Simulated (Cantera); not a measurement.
Cantera run:

```python
import numpy as np
import cantera as ct

gas_names = """
    Fe FeO N NO NO2 NO3 N2 N2O O O2 O3 S SN SO SO2 SO3 S2 S2O S8
""".split()
cond_names = """
    Fe(a) Fe(c) Fe(d) Fe(L) FeO(s) FeO(L) FeS(a) FeS(b) FeS(c) FeS(L) FeSO4(s) FeS2(s) Fe2O3(s)
    Fe2S3O12(s) Fe3O4(s) S(cr1) S(cr2) S(L)
""".split()


# ... load() reads the species with a 1 bar reference pressure and builds the phases ...
atoms = {
    'FeS': {'Fe': 1, 'S': 1},
    'SO3': {'S': 1, 'O': 3},
    'N2': {'N': 2},
}
top_T = {'FeSO4(s)': 950, 'FeS2(s)': 1010, 'Fe2O3(s)': 1830, 'Fe2S3O12(s)': 1100, 'Fe3O4(s)': 1870}  # K; cautious upper limits of use, not melting points


# ... equilibrate(T, P, feed) seeds the gas with the atoms and calls Mixture.equilibrate('TP', solver="vcs", rtol=1e-11, max_steps=5000) ...
results = []
feed = {'FeS': 1, 'SO3': 1.2, 'N2': 4.9}  # mol
T = 1298  # K
for P in [1000, 3500, 13000, 45000, 160000, 560000, 2000000]:
    mix = equilibrate(T, P, feed)
    results.append((T, P, feed, dict(zip(mix.species_names, mix.species_moles))))
    x = sorted(zip(gas.X, gas.species_names), reverse=True)
    print(f"T = {T:g} K  P = {P:g} Pa  gas = {mix.phase_moles(0):.4g} mol")
    print("   x: " + "  ".join(f"{s} {v:.3e}" for v, s in x if v > 1e-05))
    print("   condensed (mol): " + ("  ".join(f"{mix.phase(i).name} {mix.phase_moles(i):.4g}"
          for i in range(1, mix.n_phases) if mix.phase_moles(i) > 1e-12) or "none"))
```

Result:

```
T = 1298 K  P = 1000 Pa  gas = 6.651 mol
   x: N2 7.368e-01  SO2 1.943e-01  S2 6.661e-02  SO 1.339e-03  S2O 9.582e-04
   condensed (mol): FeO(s) 1
T = 1298 K  P = 3500 Pa  gas = 6.609 mol
   x: N2 7.414e-01  SO2 2.081e-01  S2 4.847e-02  S2O 1.069e-03  SO 9.355e-04
   condensed (mol): FeO(s) 0.8363  FeS(c) 0.1637
T = 1298 K  P = 13000 Pa  gas = 6.502 mol
   x: N2 7.536e-01  SO2 2.127e-01  S2 3.196e-02  S2O 1.098e-03  SO 6.139e-04
   condensed (mol): FeS(c) 0.383  Fe3O4(s) 0.2057
T = 1298 K  P = 45000 Pa  gas = 6.493 mol
   x: N2 7.547e-01  SO2 2.182e-01  S2 2.545e-02  S2O 1.278e-03  SO 4.306e-04
   condensed (mol): FeS(c) 0.4334  Fe3O4(s) 0.1889
T = 1298 K  P = 160000 Pa  gas = 6.486 mol
   x: N2 7.555e-01  SO2 2.226e-01  S2 2.007e-02  S2O 1.483e-03  SO 2.985e-04
   condensed (mol): FeS(c) 0.4746  Fe3O4(s) 0.1751
T = 1298 K  P = 560000 Pa  gas = 6.48 mol
   x: N2 7.562e-01  SO2 2.261e-01  S2 1.581e-02  S2O 1.710e-03  SO 2.072e-04
   condensed (mol): FeS(c) 0.5067  Fe3O4(s) 0.1644
T = 1298 K  P = 2e+06 Pa  gas = 6.475 mol
   x: N2 7.568e-01  SO2 2.288e-01  S2 1.237e-02  S2O 1.967e-03  SO 1.426e-04
   condensed (mol): FeS(c) 0.5321  Fe3O4(s) 0.156
```

Cantera equilibrium calculation (NASA polynomials, part measured and part estimated; ideal gas, pure solids and liquids). Metal and sulfide melt together well below either melting point, which pure phases cannot show. Mutual solubility and eutectic melting of coexisting phases are not modelled. The tables' stoichiometric FeO is somewhat more stable than real wüstite, so its field is too wide. FeO, FeS: taken at fixed stoichiometry. Gases not in the tables: S3 to S7.
